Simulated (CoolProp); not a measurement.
Model: reference Helmholtz-energy equation of state, Beckmüller 2019, in CoolProp.

Give the vapour pressure (MPa), liquid density (kg/m³), vapour density (kg/m³), enthalpy of vaporisation (kJ/kg) of saturated n-octane at 471.5, 477.1 K.


```csv
T (K),p (MPa),liquid density (kg/m³),vapour density (kg/m³),enthalpy of vaporisation (kJ/kg)
471.5,0.534,533,19.0,243
477.1,0.593,526,21.2,237
```
